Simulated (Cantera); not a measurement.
## Equilibrium for silicon oxide and oxynitride deposition: SiH₄ + N₂O + H₂

A closed system holds: 1 mol SiH₄, 0.75 mol N₂O, 2.5 mol H₂, equilibrated at 320 Pa.

Cantera equilibrium calculation (NASA polynomials, part measured and part estimated; ideal gas, pure solids and liquids). Candidate condensed phases: H₂O, Si, SiO₂, Si₂N₂O, Si₃N₄; 35 gas species. Mutual solubility and eutectic melting of coexisting phases are not modelled. The tables' values for SiN are old estimates; treat these amounts as uncertain. The tables hold silica as quartz up to 1696 K and as liquid above; real silica turns to tridymite and cristobalite and melts near 1996 K. Gases not in the tables: Si₂H₆ and higher silanes. The numbers say what is thermodynamically allowed, not how fast it happens.

```json
[
 {"T (°C)": "400", "x H₂": "0.931", "x SiO": "<1e-12", "x N₂": "0.0690", "x H": "<1e-12", "x Si": "<1e-12", "x SiH": "<1e-12", "x H₂O": "6.47e-7", "x SiH₂": "<1e-12", "n SiO₂(α-quartz)": "0.167", "n Si₂N₂O(s)": "0.417", "n SiO₂(β-quartz)": "0", "n Si(l)": "0"},
 {"T (°C)": "500", "x H₂": "0.931", "x SiO": "<1e-12", "x N₂": "0.0690", "x H": "1.55e-11", "x Si": "<1e-12", "x SiH": "<1e-12", "x H₂O": "1.83e-6", "x SiH₂": "<1e-12", "n SiO₂(α-quartz)": "0.167", "n Si₂N₂O(s)": "0.417", "n SiO₂(β-quartz)": "0", "n Si(l)": "0"},
 {"T (°C)": "600", "x H₂": "0.931", "x SiO": "<1e-12", "x N₂": "0.0690", "x H": "7.98e-10", "x Si": "<1e-12", "x SiH": "<1e-12", "x H₂O": "4.01e-6", "x SiH₂": "<1e-12", "n SiO₂(α-quartz)": "0", "n Si₂N₂O(s)": "0.417", "n SiO₂(β-quartz)": "0.167", "n Si(l)": "0"},
 {"T (°C)": "700", "x H₂": "0.931", "x SiO": "3.19e-12", "x N₂": "0.0690", "x H": "1.84e-8", "x Si": "<1e-12", "x SiH": "<1e-12", "x H₂O": "7.32e-6", "x SiH₂": "<1e-12", "n SiO₂(α-quartz)": "0", "n Si₂N₂O(s)": "0.417", "n SiO₂(β-quartz)": "0.167", "n Si(l)": "0"},
 {"T (°C)": "800", "x H₂": "0.931", "x SiO": "1.13e-9", "x N₂": "0.0690", "x H": "2.39e-7", "x Si": "<1e-12", "x SiH": "<1e-12", "x H₂O": "1.19e-5", "x SiH₂": "<1e-12", "n SiO₂(α-quartz)": "0", "n Si₂N₂O(s)": "0.417", "n SiO₂(β-quartz)": "0.167", "n Si(l)": "0"},
 {"T (°C)": "900", "x H₂": "0.931", "x SiO": "1.45e-7", "x N₂": "0.0690", "x H": "2.01e-6", "x Si": "<1e-12", "x SiH": "<1e-12", "x H₂O": "1.76e-5", "x SiH₂": "<1e-12", "n SiO₂(α-quartz)": "0", "n Si₂N₂O(s)": "0.417", "n SiO₂(β-quartz)": "0.167", "n Si(l)": "0"},
 {"T (°C)": "1000", "x H₂": "0.931", "x SiO": "8.59e-6", "x N₂": "0.0690", "x H": "1.22e-5", "x Si": "<1e-12", "x SiH": "<1e-12", "x H₂O": "2.44e-5", "x SiH₂": "2.23e-12", "n SiO₂(α-quartz)": "0", "n Si₂N₂O(s)": "0.417", "n SiO₂(β-quartz)": "0.167", "n Si(l)": "0"},
 {"T (°C)": "1100", "x H₂": "0.931", "x SiO": "0.000277", "x N₂": "0.0690", "x H": "5.68e-5", "x Si": "5.61e-11", "x SiH": "1.74e-11", "x H₂O": "3.22e-5", "x SiH₂": "1.08e-10", "n SiO₂(α-quartz)": "0", "n Si₂N₂O(s)": "0.416", "n SiO₂(β-quartz)": "0.166", "n Si(l)": "0"},
 {"T (°C)": "1200", "x H₂": "0.924", "x SiO": "0.00547", "x N₂": "0.0703", "x H": "0.000215", "x Si": "5.32e-9", "x SiH": "1.04e-9", "x H₂O": "4.08e-5", "x SiH₂": "3.02e-9", "n SiO₂(α-quartz)": "0", "n Si₂N₂O(s)": "0.408", "n SiO₂(β-quartz)": "0.158", "n Si(l)": "0"},
 {"T (°C)": "1300", "x H₂": "0.845", "x SiO": "0.0690", "x N₂": "0.0856", "x H": "0.000661", "x Si": "2.48e-7", "x SiH": "3.11e-8", "x H₂O": "4.90e-5", "x SiH₂": "4.48e-8", "n SiO₂(α-quartz)": "0", "n Si₂N₂O(s)": "0.294", "n SiO₂(β-quartz)": "0.0440", "n Si(l)": "0"},
 {"T (°C)": "1400", "x H₂": "0.816", "x SiO": "0.0909", "x N₂": "0.0909", "x H": "0.00182", "x Si": "5.71e-5", "x SiH": "4.93e-6", "x H₂O": "1.09e-6", "x SiH₂": "3.93e-6", "n SiO₂(α-quartz)": "0", "n Si₂N₂O(s)": "0.250", "n SiO₂(β-quartz)": "0", "n Si(l)": "0"},
 {"T (°C)": "1500", "x H₂": "0.746", "x SiO": "0.125", "x N₂": "0.125", "x H": "0.00434", "x Si": "0.000666", "x SiH": "4.01e-5", "x H₂O": "4.02e-7", "x SiH₂": "1.84e-5", "n SiO₂(α-quartz)": "0", "n Si₂N₂O(s)": "0", "n SiO₂(β-quartz)": "0", "n Si(l)": "0.245"},
 {"T (°C)": "1600", "x H₂": "0.739", "x SiO": "0.124", "x N₂": "0.124", "x H": "0.00981", "x Si": "0.00276", "x SiH": "0.000125", "x H₂O": "2.89e-7", "x SiH₂": "3.63e-5", "n SiO₂(α-quartz)": "0", "n Si₂N₂O(s)": "0", "n SiO₂(β-quartz)": "0", "n Si(l)": "0.232"}
]
```
x: gas mole fraction; n: condensed amount in mol.

From 400 °C to 500 °C the condensed part is SiO₂(α-quartz) + Si₂N₂O(s). From 600 °C to 1300 °C the condensed part is SiO₂(β-quartz) + Si₂N₂O(s). At 1400 °C the condensed part is Si₂N₂O(s). From 1500 °C to 1600 °C the condensed part is Si(l).
